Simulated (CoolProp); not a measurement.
Properties of R123 at several states.

The numbers come from the reference Helmholtz-energy equation of state, Younglove 1994 in CoolProp. It is a modified Benedict-Webb-Rubin equation, recast in Helmholtz form.

| T (K) | p (bar) | phase | speed of sound (m/s) | expansivity (1/kK) |
|---|---|---|---|---|
| 173.9 | 22.9 | liquid | … | … |
| 287.7 | 69 | liquid | … | 1.553 |
| 363.1 | 56.9 | liquid | … | … |
| 411.8 | 85.4 | liquid | … | … |

### Question
Some entries are withheld; supply them.

### Answer

- 173.9, speed of sound (m/s): 1211
- 173.9, expansivity (1/kK): 1.288
- 287.7, speed of sound (m/s): 777.1
- 363.1, speed of sound (m/s): 515.7
- 363.1, expansivity (1/kK): 2.181
- 411.8, speed of sound (m/s): 398.4
- 411.8, expansivity (1/kK): 2.755
